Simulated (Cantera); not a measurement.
A closed system holds: 1 mol CaCO3, 0.028 mol C, 0.057 mol H2O, held at 1330 Pa.

These are equilibrium values from Cantera (NASA tables, ideal gas, pure condensed phases), not measurements of a reactor. Candidate condensed phases: C, C6H6, C7H8, C8H18, Ca, CaCO3, CaO, Ca(OH)2, H2O; 115 gas species. Rates play no part.

x: gas mole fraction; n: condensed amount in mol.

```csv
T (°C),x CO2,x CO,x H2O,x O2,x H2,x OH,n CaO(s)
750,0.899,0.0482,0.0491,<1e-12,___,7.90e-11,1.00
850,0.898,0.0491,0.0500,<1e-12,___,1.90e-9,1.00
950,0.898,0.0497,0.0506,2.16e-11,___,2.71e-8,1.00
1050,0.897,0.0501,0.0510,1.39e-9,___,2.59e-7,1.00
1150,0.897,0.0503,0.0513,5.00e-8,___,1.80e-6,1.00
1250,0.897,0.0505,0.0514,1.12e-6,___,9.66e-6,1.00
1350,0.897,0.0507,0.0516,1.69e-5,___,4.21e-5,1.00
1450,0.896,0.0512,0.0516,0.000184,0.000839,0.000154,1.00
1550,0.892,0.0538,0.0514,0.00140,0.000792,0.000477,1.000
1650,0.876,0.0640,0.0506,0.00645,0.000859,0.00121,1.000
```

Problem. Fill in the missing entries.

Solution. 
- 750, x H2: 0.00344
- 850, x H2: 0.00250
- 950, x H2: 0.00192
- 1050, x H2: 0.00153
- 1150, x H2: 0.00127
- 1250, x H2: 0.00108
- 1350, x H2: 0.000940
